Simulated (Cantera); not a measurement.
## Transport properties of process gases

Gas mixture: 58.3 % N₂, 41.7 % O₂, at 0.285 Torr, frozen composition.

Cantera's kinetic-theory transport with the Lennard-Jones parameters of GRI-Mech 3.0, ideal gas; thermal conductivity in the multicomponent form.

| T (K) | ρ (kg/m³) | cp (J/kg/K) | μ (µPa s) | λ (mW/m/K) | Pr | D (cm²/s) H | D (cm²/s) H₂O | D (cm²/s) CO₂ |
|---|---|---|---|---|---|---|---|---|
| 400 | 0.000339 | 999.3 | 23.7 | 33.3 | 0.711 | 5520 | 1060 | 708 |
| 600 | 0.000226 | 1042 | 31.5 | 46.2 | 0.709 | 11100 | 2260 | 1450 |
| 800 | 0.000170 | 1091 | 38.1 | 58.7 | 0.708 | 18100 | 3780 | 2370 |
| 1000 | 0.000136 | 1134 | 44.2 | 70.7 | 0.708 | 26400 | 5590 | 3460 |
| 1200 | 0.000113 | 1163 | 49.8 | 81.8 | 0.708 | 35800 | 7670 | 4710 |
| 1400 | 9.69e-5 | 1187 | 55.0 | 92.3 | 0.708 | 46200 | 9980 | 6090 |
| 1600 | 8.48e-5 | 1207 | 60.0 | 102 | 0.707 | 57700 | 12500 | 7620 |
| 1800 | 7.53e-5 | 1224 | 64.7 | 112 | 0.707 | 70200 | 15300 | 9270 |
D: mixture-averaged diffusion coefficient of that species in the mixture.
